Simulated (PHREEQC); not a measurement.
Make-up at 25 °C: 0.0034 mol/kgw HF, 0.00066 mol/kgw NH4HF2, 0.00094 mol/kgw H2SiF6 and 0.00063 mol/kgw HCl. Closed to the air; pH follows from the charge balance.

All values are PHREEQC results (ion-association model, phreeqc.dat), not measurements.

Q: The ionic strength comes out as 0.00444 mol/kgw. What activity coefficients do H+, SiF6-2, HF2-, NH4+, Cl- get?

A: H+ 0.94, SiF6-2 0.76, HF2- 0.93, NH4+ 0.93, Cl- 0.93.

Precipitation was switched off in this run. Species that the database lacks are ignored. SiF6-2 is the database's only silicon fluoride.
